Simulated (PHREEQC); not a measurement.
KOH is added in steps, without added water, to 1 kg of water holding 1.1 mmol/kgw CaSO4, 11 mmol/kgw NaHCO3 and 0.036 mmol/kgw KCl, at 20 °C. Oxygen alone is held at its pressure in air (log pO2 = -0.68). CO2 from the air is kept out. The run lets Calcite, Gypsum, Portlandite, Halite, Mirabilite, Nahcolite, Natron precipitate or redissolve, and no other solid.

Base run: PHREEQC, ion-association model, wateq4f.dat. Each further column changes one thing. The table gives Ca in solution (mol/kgw).

```
KOH added (mol)      base  database phreeqc.dat  Debye-Hückel limiting law  metal-ligand complexes left out  Davies equation for every ion
---------------  --------  --------------------  -------------------------  -------------------------------  -----------------------------
0                0.000515              0.000514                   0.000547                         0.000471                       0.000521
0.00275           1.24e-5               1.24e-5                    1.39e-5                          5.72e-6                        1.26e-5
0.0055            8.25e-6               8.24e-6                    9.09e-6                          2.44e-6                        8.37e-6
0.00825           7.29e-6               7.29e-6                    8.01e-6                          1.69e-6                        7.38e-6
0.011             6.94e-6               6.95e-6                    7.66e-6                          1.43e-6                        7.03e-6
0.01375           6.93e-6               6.93e-6                    7.72e-6                          1.43e-6                        7.02e-6
0.0165            7.00e-6               7.01e-6                    7.90e-6                          1.50e-6                        7.10e-6
0.01925           7.09e-6               7.10e-6                    8.11e-6                          1.59e-6                        7.20e-6
0.022             7.18e-6               7.19e-6                    8.33e-6                          1.68e-6                        7.30e-6
```

 phreeqc.dat and wateq4f.dat share most of their constants, so their agreement is no independent check. Solids allowed in the column 'database phreeqc.dat': Calcite, Anhydrite, Halite, Sylvite.
